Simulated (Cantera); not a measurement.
Cantera run, input and output.

```python
import numpy as np
import cantera as ct

gas = ct.Solution("gri30.yaml")
gas.TPX = 1398, 14000, {'CO': 0.015, 'O2': 0.0043, 'H2O': 0.0021, 'N2': 1}
reactor = ct.IdealGasConstPressureReactor(gas, energy="off", clone=False)
net = ct.ReactorNet([reactor])
net.rtol, net.atol = 1e-08, 1e-18
show = ['CO', 'O2', 'H2O', 'NO', 'NO2']
times = np.geomspace(9e-05, 100, 15)

steps = ct.SolutionArray(gas, extra=["t"])
rows = []
print(f"{'t/s':>10s}{'T/K':>9s}{'P/Pa':>11s}" + "".join(f"{s:>11s}" for s in show))
for t in times:
    while net.time < t:
        t_next = net.step()
        steps.append(gas.state, t=t_next)
    rows.append([np.interp(t, steps.t, y) for y in (steps.T, steps.P, *steps(*show).X.T)])
    print(f"{t:10.3e}{rows[-1][0]:9.1f}{rows[-1][1]:11.4g}" + "".join(f"{x:11.3e}" for x in rows[-1][2:]))
rate = np.gradient(steps.T, steps.t)
print("integrator steps:", len(steps.t))
if steps.T.max() > steps.T[0] + 200:
    print(f"time of steepest temperature rise: {steps.t[rate.argmax()]:.4e} s")
gas.TPX = 1398, 14000, {'CO': 0.015, 'O2': 0.0043, 'H2O': 0.0021, 'N2': 1}
gas.equilibrate("TP")
print(f"equilibrium (TP): T = {gas.T:.1f} K  " + "  ".join(f"{s} {gas[s].X[0]:.3e}" for s in show))
```

It prints:

```
       t/s      T/K       P/Pa         CO         O2        H2O         NO        NO2
 9.000e-05   1398.0    1.4e+04  1.469e-02  4.210e-03  2.056e-03  5.913e-18  5.733e-26
 2.433e-04   1398.0    1.4e+04  1.469e-02  4.210e-03  2.056e-03  5.015e-17  1.350e-24
 6.575e-04   1398.0    1.4e+04  1.469e-02  4.210e-03  2.056e-03  4.342e-16  3.506e-23
 1.777e-03   1398.0    1.4e+04  1.469e-02  4.210e-03  2.056e-03  3.688e-15  1.028e-21
 4.804e-03   1398.0    1.4e+04  1.469e-02  4.210e-03  2.056e-03  4.563e-14  7.431e-20
 1.298e-02   1398.0    1.4e+04  1.467e-02  4.198e-03  2.053e-03  6.744e-12  7.640e-16
 3.510e-02   1398.0    1.4e+04  9.016e-03  1.421e-03  6.259e-04  6.924e-07  1.492e-11
 9.487e-02   1398.0    1.4e+04  7.074e-03  7.156e-04  7.092e-04  4.689e-06  5.938e-11
 2.564e-01   1398.0    1.4e+04  6.101e-03  2.501e-04  1.138e-03  7.238e-06  4.903e-11
 6.931e-01   1398.0    1.4e+04  5.784e-03  3.958e-05  1.419e-03  7.911e-06  2.006e-11
 1.873e+00   1398.0    1.4e+04  5.788e-03  3.838e-06  1.534e-03  7.919e-06  6.132e-12
 5.064e+00   1398.0    1.4e+04  5.809e-03  3.524e-07  1.570e-03  7.712e-06  1.906e-12
 1.369e+01   1398.0    1.4e+04  5.817e-03  3.042e-08  1.581e-03  7.288e-06  6.454e-13
 3.700e+01   1398.0    1.4e+04  5.820e-03  2.396e-09  1.585e-03  6.655e-06  2.766e-13
 1.000e+02   1398.0    1.4e+04  5.820e-03  2.693e-10  1.586e-03  5.889e-06  1.732e-13
integrator steps: 1807
equilibrium (TP): T = 1398.0 K  CO 5.815e-03  O2 1.533e-11  H2O 1.587e-03  NO 6.873e-09  NO2 1.638e-16
```

Detailed kinetics in Cantera: GRI-Mech 3.0 (53 species, 325 reactions).
